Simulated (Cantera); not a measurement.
Standard-state values (1 bar) from the NASA 1993 polynomials, evaluated with Cantera. Values are per mole of reaction as written; species without (g) are pure solids or liquids, kept so even where they would boil at 1 bar.

S₂(g) + 2 Pb(g) ⇌ 2 PbS(g), with ΔH° = -255.2 kJ and ΔS° = -76.2 J/K at 300 K.

Task: How far is the shortcut ΔG° ≈ ΔH°(300 K) − T·ΔS°(300 K) from the full temperature-dependent value at 2098, 2148, 2198, 2248, 2298, 2348, 2398, 2448, 2498, 2548 K?

Result: 
```json
[
 {"T (K)": "2098", "shortcut (kJ)": "-95.2", "full (kJ)": "-86.3", "difference (kJ)": "-9.0", "difference in log10 K": "0.22"},
 {"T (K)": "2148", "shortcut (kJ)": "-91.4", "full (kJ)": "-82.0", "difference (kJ)": "-9.5", "difference in log10 K": "0.23"},
 {"T (K)": "2198", "shortcut (kJ)": "-87.6", "full (kJ)": "-77.6", "difference (kJ)": "-10.0", "difference in log10 K": "0.24"},
 {"T (K)": "2248", "shortcut (kJ)": "-83.8", "full (kJ)": "-73.3", "difference (kJ)": "-10.5", "difference in log10 K": "0.24"},
 {"T (K)": "2298", "shortcut (kJ)": "-80.0", "full (kJ)": "-68.9", "difference (kJ)": "-11.0", "difference in log10 K": "0.25"},
 {"T (K)": "2348", "shortcut (kJ)": "-76.2", "full (kJ)": "-64.6", "difference (kJ)": "-11.6", "difference in log10 K": "0.26"},
 {"T (K)": "2398", "shortcut (kJ)": "-72.4", "full (kJ)": "-60.2", "difference (kJ)": "-12.2", "difference in log10 K": "0.27"},
 {"T (K)": "2448", "shortcut (kJ)": "-68.6", "full (kJ)": "-55.7", "difference (kJ)": "-12.8", "difference in log10 K": "0.27"},
 {"T (K)": "2498", "shortcut (kJ)": "-64.7", "full (kJ)": "-51.3", "difference (kJ)": "-13.5", "difference in log10 K": "0.28"},
 {"T (K)": "2548", "shortcut (kJ)": "-60.9", "full (kJ)": "-46.8", "difference (kJ)": "-14.1", "difference in log10 K": "0.29"}
]
```
The shortcut ignores the heat-capacity change of the reaction.
